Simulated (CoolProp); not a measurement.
Vapour-liquid equilibrium of C2F6 (R116) (1) + R143a (2) at 0.394 bar; x and y are mole fractions of (1).

Values from CoolProp's multi-fluid Helmholtz-energy mixture model, Lemmon 2006 and Lemmon and Jacobsen 2000; pair parameters Bell 2016.

| x | bubble temperature (°C) | y at the bubble point | dew temperature at overall composition x (°C) | liquid density (mol/L) |
|---|---|---|---|---|
| 0.05 | -75.6 | 0.484 | [?] | 14.55 |
| 0.125 | -83.8 | 0.722 | -67.5 | 14.50 |
| 0.2 | -87.9 | 0.805 | -69.0 | 14.32 |
| 0.275 | -90.0 | 0.842 | [?] | 14.10 |
| 0.35 | -91.2 | 0.861 | -72.2 | 13.87 |
| 0.425 | -91.9 | 0.872 | -74.0 | [?] |
| 0.5 | -92.3 | 0.879 | -76.0 | 13.38 |
| 0.575 | -92.6 | 0.884 | -78.3 | 13.15 |
| 0.65 | -92.8 | 0.889 | -80.9 | 12.94 |
| 0.725 | -93.0 | [?] | -83.9 | 12.73 |
| 0.8 | -93.3 | [?] | -87.6 | 12.55 |
| 0.875 | -93.6 | 0.928 | -92.1 | 12.38 |
| 0.95 | -93.9 | 0.962 | [?] | 12.22 |

Task: Fill in the missing entries.

Result: 
- 0.05, dew temperature at overall composition x (°C): -66.2
- 0.275, dew temperature at overall composition x (°C): -70.5
- 0.425, liquid density (mol/L): 13.62
- 0.725, y at the bubble point: 0.897
- 0.8, y at the bubble point: 0.908
- 0.95, dew temperature at overall composition x (°C): -93.8

No azeotrope shows between x = 0.05 and 0.95.

Pair parameters are fitted to limited data, so mixtures are less certain than the pure fluids. With so large a gap from Raoult's law the liquid may split in two, which this calculation doesn't test in full.
